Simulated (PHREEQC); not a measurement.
Solution (46 °C): 44 mmol/kgw TMAH and 0.039 mmol/kgw K2CO3. Closed to the air; pH follows from the charge balance.

All values are PHREEQC results (ion-association model, wateq4f.dat), not measurements.

Each row changes one thing in this solution. This is a speciation only: nothing precipitates in the calculation.

```json
[
 {"case": "as made", "pH": "11.93", "HCO3- (mol/kgw)": "3.99e-7"},
 {"case": "TMAH from 0.044 to 0.088 mol/kgw", "pH": "(withheld)", "HCO3- (mol/kgw)": "1.84e-7"},
 {"case": "0.012 mol/kgw NaCl added", "pH": "11.93", "HCO3- (mol/kgw)": "3.07e-7"},
 {"case": "temperature from 46 to 5 °C", "pH": "(withheld)", "HCO3- (mol/kgw)": "4.22e-8"},
 {"case": "0.0014 mol/kgw CsCl added", "pH": "11.93", "HCO3- (mol/kgw)": "3.98e-7"},
 {"case": "TMAH from 0.044 to 0.022 mol/kgw", "pH": "(withheld)", "HCO3- (mol/kgw)": "8.54e-7"},
 {"case": "TMAH from 0.044 to 0.22 mol/kgw", "pH": "(withheld)", "HCO3- (mol/kgw)": "6.49e-8"}
]
```

Task: What belongs in the gaps?

Result: 
- TMAH from 0.044 to 0.088 mol/kgw, pH: 12.21
- temperature from 46 to 5 °C, pH: 13.29
- TMAH from 0.044 to 0.022 mol/kgw, pH: 11.65
- TMAH from 0.044 to 0.22 mol/kgw, pH: 12.56

(CH3)4N+ isn't in the database: it is added as a free cation with an ion size of 4 Å. Constants without temperature data keep their 25 °C values here.
